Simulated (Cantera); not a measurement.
**Equilibrium for silicon oxide and oxynitride deposition: SiH2Cl2 + O2 + N2**

Feed: 1 mol SiH2Cl2, a varied amount of O2, 150 mol N2, at 1848.15 K and 10.0 mbar.

Cantera equilibrium calculation (NASA polynomials, part measured and part estimated; ideal gas, pure solids and liquids). Candidate condensed phases: H2O, NH4Cl, Si, SiO2, Si2N2O, Si3N4; 47 gas species. The tables' values for SiCl, SiCl3, SiN are old estimates; treat these amounts as uncertain. The tables hold silica as quartz up to 1696 K and as liquid above; real silica turns to tridymite and cristobalite and melts near 1996 K. The numbers say what is thermodynamically allowed, not how fast it happens.

```csv
n(O2) (mol),x N2,x O2,x HCl,x SiO,x Cl,x H2,x SiCl2,x H2O,n SiO2(condensed)
0.11,0.985,<1e-12,0.00359,0.00144,0.000214,0.00459,0.00459,1.24e-10,0
0.15,0.984,<1e-12,0.00424,0.00197,0.000262,0.00427,0.00425,2.55e-10,0
0.2,0.984,<1e-12,0.00520,0.00262,0.000341,0.00379,0.00374,5.83e-10,0
0.27,0.983,<1e-12,0.00670,0.00354,0.000489,0.00306,0.00292,1.67e-9,0
0.37,0.982,<1e-12,0.00889,0.00484,0.000807,0.00198,0.00167,7.06e-9,0
0.51,0.980,4.98e-9,0.0114,0.00646,0.00171,0.000721,4.19e-7,6.10e-5,0.0102
0.7,0.982,1.28e-8,0.0114,0.00403,0.00173,0.000700,1.68e-7,9.51e-5,0.385
0.95,0.985,2.15e-7,0.0112,0.000984,0.00190,0.000569,1.21e-8,0.000316,0.850
1.3,0.984,0.000712,0.00872,1.71e-5,0.00439,6.44e-5,1.94e-11,0.00206,0.997
1.8,0.980,0.00349,0.00779,7.72e-6,0.00528,3.54e-5,5.73e-12,0.00251,0.999
2.4,0.976,0.00708,0.00731,5.42e-6,0.00570,2.68e-5,3.29e-12,0.00271,0.999
3.3,0.970,0.0126,0.00690,4.07e-6,0.00603,2.13e-5,2.08e-12,0.00286,0.999
```
x: gas mole fraction; n: condensed amount in mol.

From 0.11 mol O2 to 0.37 mol O2 nothing is condensed. From 0.51 mol O2 to 3.3 mol O2 the condensed part is SiO2(condensed). The main Si-bearing gas is SiCl2 at 0.11 mol O2 and SiO at 3.3 mol O2.
